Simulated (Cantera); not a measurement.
Feed: 1 mol TiCl₄, 3.3 mol CH₄, 260 mol H₂, 0.37 mol C₃H₈, at 0.100 bar.

Method: chemical equilibrium by Gibbs-energy minimisation in Cantera with the NASA 1993 tables (ideal gas, pure condensed phases). Candidate condensed phases: C, C₆H₆, C₇H₈, C₈H₁₈, Ti, TiC, TiCl₂, TiCl₃, TiCl₄; 96 gas species. TiC: taken at fixed stoichiometry. Equilibrium is a limit: real reactors are often held back by kinetics, nucleation or transport.

x: gas mole fraction; n: condensed amount in mol.

| T (°C) | x H₂ | x HCl | x CH₄ | x H | x C₂H₂ (acetylene) | n C(graphite) | n TiC(s) |
|---|---|---|---|---|---|---|---|
| 827 | 0.982 | 0.0148 | 0.00346 | 8.10e-8 | 1.31e-8 | 2.48 | 0.999 |
| 902 | 0.983 | 0.0148 | 0.00185 | 3.84e-7 | 6.26e-8 | 2.91 | 0.999 |
| 977 | 0.984 | 0.0148 | 0.00106 | 1.52e-6 | 2.48e-7 | 3.12 | 1.000 |
| 1052 | 0.985 | 0.0148 | 0.000651 | 5.13e-6 | 8.38e-7 | 3.23 | 1.000 |
| 1127 | 0.985 | 0.0148 | 0.000419 | 1.53e-5 | 2.48e-6 | 3.30 | 1.000 |
| 1202 | 0.985 | 0.0148 | 0.000282 | 4.07e-5 | 6.57e-6 | 3.33 | 1.000 |
| 1277 | 0.985 | 0.0148 | 0.000197 | 9.88e-5 | 1.58e-5 | 3.35 | 1.000 |
| 1352 | 0.985 | 0.0148 | 0.000143 | 0.000221 | 3.50e-5 | 3.35 | 1.000 |
| 1427 | 0.985 | 0.0148 | 0.000106 | 0.000462 | 7.23e-5 | 3.34 | 1.000 |
| 1502 | 0.984 | 0.0148 | [?] | [?] | [?] | 3.31 | 1.000 |
| 1577 | 0.983 | 0.0148 | [?] | [?] | [?] | 3.25 | 1.000 |
| 1652 | 0.982 | 0.0148 | 5.03e-5 | 0.00300 | 0.000450 | 3.15 | 1.000 |

Complete the blanks.


- 1502, x CH₄: 8.11e-5
- 1502, x H: 0.000908
- 1502, x C₂H₂ (acetylene): 0.000140
- 1577, x CH₄: 6.33e-5
- 1577, x H: 0.00169
- 1577, x C₂H₂ (acetylene): 0.000257
